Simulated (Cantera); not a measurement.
Cantera run, input and output.

```python
import numpy as np
import cantera as ct

gas = ct.Solution("gri30.yaml")
gas.TPX = 1300, 100000, {'N2O': 1}
reactor = ct.IdealGasConstPressureReactor(gas, energy="off", clone=False)
net = ct.ReactorNet([reactor])
net.rtol, net.atol = 1e-08, 1e-18
show = ['N2O', 'NO', 'O', 'NO2', 'O2', 'N2']
times = np.geomspace(0.0009, 2, 14)

steps = ct.SolutionArray(gas, extra=["t"])
rows = []
print(f"{'t/s':>10s}{'T/K':>9s}{'P/Pa':>11s}" + "".join(f"{s:>11s}" for s in show))
for t in times:
    while net.time < t:
        t_next = net.step()
        steps.append(gas.state, t=t_next)
    rows.append([np.interp(t, steps.t, y) for y in (steps.T, steps.P, *steps(*show).X.T)])
    print(f"{t:10.3e}{rows[-1][0]:9.1f}{rows[-1][1]:11.4g}" + "".join(f"{x:11.3e}" for x in rows[-1][2:]))
rate = np.gradient(steps.T, steps.t)
print("integrator steps:", len(steps.t))
if steps.T.max() > steps.T[0] + 200:
    print(f"time of steepest temperature rise: {steps.t[rate.argmax()]:.4e} s")
gas.TPX = 1300, 100000, {'N2O': 1}
gas.equilibrate("TP")
print(f"equilibrium (TP): T = {gas.T:.1f} K  " + "  ".join(f"{s} {gas[s].X[0]:.3e}" for s in show))
```

Output:

```
       t/s      T/K       P/Pa        N2O         NO          O        NO2         O2         N2
 9.000e-04   1300.0      1e+05  9.955e-01  4.435e-04  7.220e-06  4.871e-07  1.272e-03  2.774e-03
 1.628e-03   1300.0      1e+05  9.919e-01  8.012e-04  7.214e-06  1.494e-06  2.300e-03  5.011e-03
 2.945e-03   1300.0      1e+05  9.854e-01  1.442e-03  7.203e-06  4.349e-06  4.146e-03  9.028e-03
 5.328e-03   1300.0      1e+05  9.738e-01  2.583e-03  7.180e-06  1.169e-05  7.441e-03  1.620e-02
 9.639e-03   1300.0      1e+05  9.533e-01  4.588e-03  7.135e-06  2.814e-05  1.326e-02  2.886e-02
 1.744e-02   1300.0      1e+05  9.178e-01  8.041e-03  7.049e-06  5.977e-05  2.334e-02  5.079e-02
 3.154e-02   1300.0      1e+05  8.583e-01  1.377e-02  6.895e-06  1.137e-04  4.024e-02  8.755e-02
 5.706e-02   1300.0      1e+05  7.642e-01  2.269e-02  6.623e-06  1.980e-04  6.708e-02  1.458e-01
 1.032e-01   1300.0      1e+05  6.282e-01  3.518e-02  6.156e-06  3.166e-04  1.061e-01  2.302e-01
 1.867e-01   1300.0      1e+05  4.567e-01  4.996e-02  5.387e-06  4.582e-04  1.557e-01  3.371e-01
 3.378e-01   1300.0      1e+05  2.782e-01  6.345e-02  4.221e-06  5.901e-04  2.084e-01  4.494e-01
 6.111e-01   1300.0      1e+05  1.328e-01  7.164e-02  2.706e-06  6.758e-04  2.527e-01  5.422e-01
 1.106e+00   1300.0      1e+05  4.497e-02  7.391e-02  1.222e-06  7.172e-04  2.808e-01  5.996e-01
 2.000e+00   1300.0      1e+05  8.605e-03  7.355e-02  3.354e-07  7.834e-04  2.930e-01  6.240e-01
integrator steps: 789
equilibrium (TP): T = 1300.0 K  N2O 2.811e-08  NO 4.609e-04  O 1.028e-07  NO2 6.276e-06  O2 3.331e-01  N2 6.664e-01
```

Computed with Cantera and GRI-Mech 3.0 (53 species, 325 reactions). GRI-Mech 3.0 was tuned for natural gas; its chemistry of N2O as a main component is partial and can be far from experiment. The mechanism lacks the step 2 NO + O2 → 2 NO2, which can matter for NO2 below about 1400 K. The temperature is held fixed by assumption; the heat of reaction is taken as removed at once.
